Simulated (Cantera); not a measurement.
Feed: 1 mol CaO, 17 mol Cl2, 7.7 mol N2, held at 1525 K and 0.260 bar.

These are equilibrium values from Cantera (NASA tables, ideal gas, pure condensed phases), not measurements of a reactor. Candidate condensed phases: Ca, CaCl2, CaO; 17 gas species. Condensed phases not in the tables: oxide chlorides. Equilibrium is a limit: real reactors are often held back by kinetics, nucleation or transport.

Base state: Cl2 0.571, N2 0.299, Cl 0.102, O2 0.0192, CaCl2 0.00857, NO 0.000257, ClO 0.000172 (mole fractions); condensed: CaCl2(l).

Problem. What changes in the equilibrium state with this change: pressure from 0.260 bar to 12.0 mbar?

Solution. 
| species | before | after |
|---|---|---|
| Cl | 0.102 | 0.365 |
| Cl2 | 0.571 | 0.336 |
| N2 | 0.299 | 0.250 |
| CaCl2 | 0.00857 | 0.0324 |
| O2 | 0.0192 | 0.0160 |
| ClO | 0.000172 | 0.000121 |
| NO | 0.000257 | 0.000215 |
| CaCl2(l), mol | 0.779 | 0 |
